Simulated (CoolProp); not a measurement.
Nitrous oxide at 293.15 K and 12.1 MPa is throttled through a valve to 6.47 MPa with no heat exchange. Each further row changes one setting.

Model: reference Helmholtz-energy equation of state, Lemmon 2006, in CoolProp. It is a short technical equation, of lower accuracy than the large ones.

| case | temperature change (K) | final phase | final density (kg/m³) |
|---|---|---|---|
| as stated | [?] | liquid | [?] |
| outlet pressure 1.94 MPa | [?] | [?] | [?] |
| outlet pressure 8.41 MPa | [?] | liquid | [?] |

Problem. What belongs in the gaps?

Solution. 
- as stated, temperature change (K): -2.9
- as stated, final density (kg/m³): 832
- outlet pressure 1.94 MPa, temperature change (K): -37.4
- outlet pressure 1.94 MPa, final phase: two-phase, vapour fraction 0.271
- outlet pressure 1.94 MPa, final density (kg/m³): 164
- outlet pressure 8.41 MPa, temperature change (K): -1.7
- outlet pressure 8.41 MPa, final density (kg/m³): 847
